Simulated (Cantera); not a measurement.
Thermodynamics of boron, boron nitride and boron oxide, feed B + O₂

Charge: 1 mol B, a varied amount of O₂, equilibrated at 0.495 Torr.

Cantera equilibrium calculation (NASA polynomials, part measured and part estimated; ideal gas, pure solids and liquids). Candidate condensed phases: B, B₂O₃; 10 gas species. The numbers say what is thermodynamically allowed, not how fast it happens.

Map the stable condensed phases over T = 1175, 1250, 1325, 1400, 1475, 1550, 1625, 1700, 1775, 1850, 1925, 2000, 2075 °C and n(O₂) in mol = 0.78, 1, 1.3, 1.6, 2.1, 2.7, 3.5, 4.4, 5.7.


```
T in °C \ n(O₂) in mol
         0.78    1  1.3  1.6  2.1  2.7  3.5  4.4  5.7
   2075     A    A    A    A    A    A    A    A    A
   2000     A    A    A    A    A    A    A    A    A
   1925     A    A    A    A    A    A    A    A    A
   1850     A    A    A    A    A    A    A    A    A
   1775     A    A    A    A    A    A    A    A    A
   1700     A    A    A    A    A    A    A    A    A
   1625     A    A    A    A    A    A    A    A    A
   1550     A    A    A    A    A    A    A    A    A
   1475     A    A    A    A    A    A    A    A    A
   1400     B    A    A    A    A    A    A    A    A
   1325     B    B    B    B    B    A    A    A    A
   1250     B    B    B    B    B    B    B    B    B
   1175     B    B    B    B    B    B    B    B    B
```
A: gas only; B: B₂O₃.
